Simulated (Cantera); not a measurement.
A perfectly stirred reactor is fed with 11.3 % CH₄, 20.6 % O₂, 68.0 % N₂, equivalence ratio 1.1, at 18.0 bar; it is adiabatic with a 750 K inlet, and is followed from long to short residence time, starting on the burning branch (τ in s: 0.2, 0.087, 0.038, 0.016, 0.0071, 0.0031, 0.0013, 0.00057, 0.00025, 0.00011, 4.6e-05, 2e-05).

Model: GRI-Mech 3.0 (53 species, 325 reactions), integrated in Cantera. The pressure lies above the range GRI-Mech 3.0 was tuned for (to about 10 atm).

Question: Predict: blow-out, bracketed by the residence times tried; x(CH₄) at τ = 0.200 s; x(O₂) at τ = 0.200 s; x(H₂O) at τ = 0.200 s; x(HCO) at τ = 0.200 s; x(CH₃) at τ = 0.200 s; x(CH₄) at τ = 1.30 ms; x(O₂) at τ = 1.30 ms; x(H₂O) at τ = 1.30 ms; x(HCO) at τ = 1.30 ms; x(CH₃) at τ = 1.30 ms.

Answer: 
| Quantity | Result |
|---|---|
| blow-out, bracketed by the residence times tried | burning at 20.0 µs, the shortest tried |
| x(CH₄) at τ = 0.200 s | 1.02e-7 |
| x(O₂) at τ = 0.200 s | 0.00155 |
| x(H₂O) at τ = 0.200 s | 0.205 |
| x(HCO) at τ = 0.200 s | 8.66e-8 |
| x(CH₃) at τ = 0.200 s | 7.63e-8 |
| x(CH₄) at τ = 1.30 ms | 1.35e-5 |
| x(O₂) at τ = 1.30 ms | 0.00212 |
| x(H₂O) at τ = 1.30 ms | 0.204 |
| x(HCO) at τ = 1.30 ms | 2.12e-7 |
| x(CH₃) at τ = 1.30 ms | 1.02e-5 |
